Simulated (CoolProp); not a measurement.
Vapour-liquid equilibrium of n-hexane (1) + toluene (2) at 0.4 MPa; x and y are mole fractions of (1).

Values from CoolProp's multi-fluid Helmholtz-energy mixture model, Thol 2019 and Lemmon 2006; pair parameters Bell 2016.

```
x     bubble temperature, mixture model (°C)  bubble temperature, Raoult's law (°C)  y, mixture model  y, Raoult's law
----  --------------------------------------  -------------------------------------  ----------------  ---------------
0.05                                   162.1                                  163.5             0.136            0.122
0.2                                    150.2                                  153.6             0.416            0.403
0.35                                   141.7                                  145.2             0.591            0.599
0.5                                    135.2                                  138.0             0.715            0.740
0.65                                   130.0                                  131.8             0.813            0.844
0.8                                    125.4                                  126.4             0.897            0.922
0.95                                   121.3                                  121.5             0.975            0.983
```

The largest gap from Raoult's law is -3.5 K in bubble temperature, at x = 0.35. No azeotrope shows between x = 0.05 and 0.95.

The pair parameters rest on a limited set of measurements; away from them the model extrapolates.
